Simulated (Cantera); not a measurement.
A perfectly stirred reactor is fed with H₂ : O₂ : N₂ : NO = 1 : 1.06 : 4 : 0.0061 (molar parts), at 7500 Torr; it is adiabatic with a 575 K inlet, and is followed from long to short residence time, starting on the burning branch (τ in s: 0.037, 0.017, 0.008, 0.0037, 0.0017, 0.00082, 0.00038, 0.00018, 8.3e-05).

Computed with Cantera and GRI-Mech 3.0 (53 species, 325 reactions). The hydrogen kinetics of GRI-Mech 3.0 are dated; newer H2 mechanisms differ, most at raised pressure. The mechanism lacks 2 NO + O2 → 2 NO2 and HONO, so NO2 and the effect of NO are under-described below about 1400 K.

x: mole fraction; the columns are a selection and need not sum to one.

```json
[
 {"τ (s)": "0.037", "T (K)": "1814", "x H₂": "4.10e-5", "x O₂": "0.100", "x NO": "0.00110", "x O": "2.14e-5", "x OH": "0.000574", "x N₂O": "7.33e-7"},
 {"τ (s)": "0.017", "T (K)": "1813", "x H₂": "6.82e-5", "x O₂": "0.100", "x NO": "0.00109", "x O": "2.85e-5", "x OH": "0.000656", "x N₂O": "9.45e-7"},
 {"τ (s)": "0.0080", "T (K)": "1812", "x H₂": "0.000114", "x O₂": "0.100", "x NO": "0.00109", "x O": "4.08e-5", "x OH": "0.000775", "x N₂O": "1.28e-6"},
 {"τ (s)": "0.0037", "T (K)": "1811", "x H₂": "?", "x O₂": "0.100", "x NO": "0.00109", "x O": "?", "x OH": "?", "x N₂O": "?"},
 {"τ (s)": "0.0017", "T (K)": "1809", "x H₂": "0.000326", "x O₂": "0.100", "x NO": "0.00109", "x O": "1.00e-4", "x OH": "0.00117", "x N₂O": "2.35e-6"},
 {"τ (s)": "0.00082", "T (K)": "1806", "x H₂": "0.000533", "x O₂": "0.100", "x NO": "0.00108", "x O": "0.000159", "x OH": "0.00145", "x N₂O": "2.85e-6"},
 {"τ (s)": "0.00038", "T (K)": "1801", "x H₂": "0.000894", "x O₂": "0.100", "x NO": "0.00108", "x O": "0.000261", "x OH": "0.00181", "x N₂O": "3.13e-6"},
 {"τ (s)": "0.00018", "T (K)": "1793", "x H₂": "?", "x O₂": "0.100", "x NO": "0.00108", "x O": "?", "x OH": "?", "x N₂O": "3.08e-6"},
 {"τ (s)": "8.3e-5", "T (K)": "1781", "x H₂": "0.00247", "x O₂": "0.101", "x NO": "0.00108", "x O": "0.000701", "x OH": "0.00277", "x N₂O": "2.77e-6"}
]
```

### Question
Fill in the missing entries.

### Answer

- 0.0037, x H₂: 0.000192
- 0.0037, x O: 6.25e-5
- 0.0037, x OH: 0.000945
- 0.0037, x N₂O: 1.77e-6
- 0.00018, x H₂: 0.00147
- 0.00018, x O: 0.000426
- 0.00018, x OH: 0.00224
